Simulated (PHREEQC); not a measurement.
**Copper plating or etch bath: speciation**

Solution (25 °C): 4.4 mmol/kgw CuCl2, 0.04 mmol/kgw HCl and 0.45 mmol/kgw H3BO3. It is in equilibrium with CO2 at log p = -2 (atm). Otherwise closed; pH follows from the charge balance.

Model: ion-association model, phreeqc.dat, run in PHREEQC.

- pH: 4.34
- ionic strength: 0.0131 mol/kgw
- specific conductance: 1040 µS/cm
- total alkalinity: -0.0400 meq/kg

| species | molality | activity | log γ |
|---|---|---|---|
| Cl- | 0.00877 | 0.00780 | -0.051 |
| Cu+2 | 0.00433 | 0.00279 | -0.191 |
| H3BO3 | 0.000450 | 0.000451 | 0.001 |
| CO2 | 0.000339 | 0.000340 | 0.001 |
| CuCl+ | 6.58e-5 | 5.86e-5 | -0.051 |
| H+ | 5.03e-5 | 4.55e-5 | -0.044 |
| CuHCO3+ | 5.22e-6 | 4.65e-6 | -0.050 |
| HCO3- | 3.72e-6 | 3.32e-6 | -0.049 |
| CuOH+ | 6.89e-7 | 6.13e-7 | -0.051 |
| Cu2(OH)2+2 | 2.62e-7 | 1.64e-7 | -0.202 |

This is a speciation only: nothing precipitates in the calculation.
